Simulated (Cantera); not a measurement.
# Ignition delay

Mixture: 10.1 % CH₄, 2.50 % H₂, 18.4 % O₂, 69.0 % N₂, equivalence ratio 1.2, at 3.90 bar, adiabatic and at constant pressure. Ignition delay is the time to a rise of 400 K.

Model: GRI-Mech 3.0 (53 species, 325 reactions), integrated in Cantera.

```
T0 (K)  delay (ms)
------  ----------
1125          3.72
1175          2.39
1225          1.56
1275          1.03
1325         0.679
1375         0.449
1425         0.299
```

```yaml
apparent activation energy between 1325 and 1425 K: 130 kJ/mol
```
